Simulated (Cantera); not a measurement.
Ignition delay

Mixture: 10.4 % CH4, 18.8 % O2, 70.8 % N2, at 9000 Torr, adiabatic and at constant pressure. Ignition delay is the time to a rise of 400 K.

Detailed kinetics in Cantera: GRI-Mech 3.0 (53 species, 325 reactions). The pressure lies above the range GRI-Mech 3.0 was tuned for (to about 10 atm).

```csv
T0 (K),delay (ms)
1023,47.7
1123,10.8
1223,3.07
1323,0.987
1423,0.350
1523,0.134
1623,0.0553
1723,0.0247
```

```
Item                                                     Value
--------------------------------------------------  ----------
apparent activation energy between 1523 and 1723 K  180 kJ/mol
```
